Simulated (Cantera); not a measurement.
What does this Cantera script print?

```python
import numpy as np
import cantera as ct

gas_names = """
    CL CL2 H HCL H2 N NH NH2 NH3 N2 N2H2 N2H4 Si SiCL SiCL2 SiCL3 SiCL4 SiH SiHCL3 SiH2 SiH2CL2 SiH3
    SiH3CL SiH4 SiN Si2 Si2N Si3
""".split()
cond_names = """
    NH4CL(a) NH4CL(b) Si(cr) Si(L) Si3N4(a)
""".split()


def load(file, names, dense=False):
    # The tables refer to 1 bar. Condensed volumes are neglected.
    table = {s.name: s for s in ct.Species.list_from_file(file)}
    out = []
    for n in names:
        d = dict(table[n].input_data)
        d["thermo"] = dict(d["thermo"], **{"reference-pressure": 1e5})
        if dense:
            d["equation-of-state"] = {"model": "constant-volume", "density": "1e6 g/cm^3"}
        out.append(ct.Species.from_dict(d))
    return out


gas = ct.Solution(thermo="ideal-gas", species=load("nasa_gas.yaml", gas_names))
cond = {s.name: ct.Solution(thermo="fixed-stoichiometry", species=[s], name=s.name)
        for s in load("nasa_condensed.yaml", cond_names, dense=True)}
atoms = {
    'SiHCl3': {'Si': 1, 'H': 1, 'CL': 3},
    'NH3': {'N': 1, 'H': 3},
    'H2': {'H': 2},
}
top_T = {'Si3N4(a)': 2400}  # K; cautious upper limits of use, not melting points


def equilibrate(T, P, feed):
    n = {}
    for name, mol in feed.items():
        for a, k in atoms[name].items():
            n[a] = n.get(a, 0.0) + k * mol
    gas.TPX = T, P, n
    mass = sum(n.values()) * gas.mean_molecular_weight
    gas.equilibrate("TP")
    valid = [c for c in cond.values() if c.min_temp <= T <= top_T.get(c.name, c.max_temp)]
    mix = ct.Mixture([(gas, mass / gas.mean_molecular_weight)] + [(c, 0.0) for c in valid])
    mix.T, mix.P = T, P
    mix.equilibrate("TP", solver="vcs", rtol=1e-11, max_steps=5000)
    return mix


results = []
feed = {'SiHCl3': 1, 'NH3': 28, 'H2': 3.3}  # mol
T = 1023.15  # K
P = 5.7  # Pa
mix = equilibrate(T, P, feed)
results.append((T, P, feed, dict(zip(mix.species_names, mix.species_moles))))
x = sorted(zip(gas.X, gas.species_names), reverse=True)
print(f"T = {T:g} K  P = {P:g} Pa  gas = {mix.phase_moles(0):.4g} mol")
print("   x: " + "  ".join(f"{s} {v:.3e}" for v, s in x if v > 0.0001))
print("   condensed (mol): " + ("  ".join(f"{mix.phase(i).name} {mix.phase_moles(i):.4g}"
      for i in range(1, mix.n_phases) if mix.phase_moles(i) > 1e-12) or "none"))
```

Output:

```
T = 1023.15 K  P = 5.7 Pa  gas = 60.63 mol
   x: H2 7.306e-01  N2 2.199e-01  HCL 4.947e-02
   condensed (mol): Si3N4(a) 0.3333
```

Equilibrium computed with Cantera from the NASA thermochemical tables; the gas is ideal and each condensed phase is pure.
